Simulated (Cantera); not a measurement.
## Equilibrium for calcination and drying: CaCO₃ + H₂O + H₂

Input: 1 mol CaCO₃, 0.1 mol H₂O, 2.6 mol H₂, at 1973.15 K and 0.140 bar.

Equilibrium computed with Cantera from the NASA thermochemical tables; the gas is ideal and each condensed phase is pure. Candidate condensed phases: C, C₆H₆, C₇H₈, C₈H₁₈, Ca, CaCO₃, CaO, Ca(OH)₂, H₂O; 115 gas species. Equilibrium is a limit: real reactors are often held back by kinetics, nucleation or transport.

```json
{
 "x(H₂)": "0.461",
 "x(H₂O)": "0.266",
 "x(CO)": "0.239",
 "x(CO₂)": "0.0307",
 "x(H)": "0.00245",
 "x(OH)": "0.000134",
 "x(Ca(OH)₂)": "2.20e-5",
 "x(CaOH)": "5.23e-6",
 "n(CaO(s))": "1.000 mol",
 "gas_amount": "3.705 mol",
 "log10 activity of C(graphite) (absent)": "-5.12",
 "log10 activity of Ca(l) (absent)": "-7.33"
}
```
